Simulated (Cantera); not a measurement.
A perfectly stirred reactor is fed with 9.58 % H2, 59.9 % O2, 30.5 % N2, at 0.0263 atm; it is held at 1250 K, and followed from long to short residence time.

Detailed kinetics in Cantera: the H2/O2 subset of GRI-Mech 3.0, which has no nitrogen chemistry. Radical loss at walls, strong at low pressure, is not modelled. The temperature is held fixed by assumption; the heat of reaction is taken as removed at once.

One state of this run: x H2 = 0.0141; x O2 = 0.549; x H2O2 = 4.03e-7; x H = 0.0246; x HO2 = 7.09e-6; x OH = 0.00796. x: mole fraction; the columns are a selection and need not sum to one.

Problem. Which value of τ (s) does it belong to?
A) 0.00075
B) 0.16
C) 0.0045
D) 5.8

Solution. A, 0.00075
